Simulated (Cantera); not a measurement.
A perfectly stirred reactor is fed with H₂ : O₂ = 0.017 : 1 (molar parts), at 21.8 Torr; it is held at 1425 K, and followed from long to short residence time.

Cantera simulation using GRI-Mech 3.0 (53 species, 325 reactions); the numbers are that mechanism's predictions, not measurements. Radical loss at walls, strong at low pressure, is not modelled.

What does this change do: H2 0.017 to 0.053 parts?


```json
[
 {"quantity": "x(H₂) at τ = 0.480 s", "before": "4.10e-5", "after": "0.000126"},
 {"quantity": "x(O₂) at τ = 0.480 s", "before": "0.980", "after": "0.944"},
 {"quantity": "x(H₂O) at τ = 0.480 s", "before": "0.0162", "after": "0.0502"},
 {"quantity": "x(HO₂) at τ = 0.480 s", "before": "5.85e-7", "after": "1.32e-6"},
 {"quantity": "x(O) at τ = 0.480 s", "before": "0.00291", "after": "0.00360"},
 {"quantity": "x(H₂) at τ = 11.0 ms", "before": "0.000348", "after": "0.000962"},
 {"quantity": "x(O₂) at τ = 11.0 ms", "before": "0.970", "after": "0.921"},
 {"quantity": "x(H₂O) at τ = 11.0 ms", "before": "0.0149", "after": "0.0455"},
 {"quantity": "x(HO₂) at τ = 11.0 ms", "before": "1.33e-6", "after": "3.45e-6"},
 {"quantity": "x(O) at τ = 11.0 ms", "before": "0.0117", "after": "0.0242"}
]
```
The temperature is held fixed by assumption; the heat of reaction is taken as removed at once.
